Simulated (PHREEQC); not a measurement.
A solution holds 0.069 mol SrCl2, 5.7e-05 mol CO2 and 0.1 mol NaCl per kg of water, at 25 °C. Closed to the air; pH follows from the charge balance.

Computed with PHREEQC (ion-association model, wateq4f.dat).

No solid was allowed to form.

Problem. Predict the pH, activity of water.

Solution. pH 5.24; activity of water 0.993.

Problem. In which forms is C present?

Solution. CO2 87 %, HCO3- 9.8 %, SrHCO3+ 3.0 % of the C.
